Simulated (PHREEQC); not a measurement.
Acid mine or pickling water

Synthetic water in mg/kgw, 25 °C, pH 2.21, pe 11.9:

```csv
constituent,mg/kgw
Na,1740
K,51.7
Ca,210
Mg,252
Cl,863
S(6) as SO4,4960
Cd,1.88
Al,30.6
Cu(2),3.67
Li,0.762
```

Valence states are taken as typed.

The numbers come from PHREEQC with the ion-association model, phreeqc.dat.

This is a speciation only: nothing precipitates in the calculation.

Problem. Estimate the ionic strength.

Solution. ionic strength 0.140 mol/kgw.

Problem. In which forms is Na present?

Solution. Na+ 95 %, NaSO4- 5.0 % of the Na.
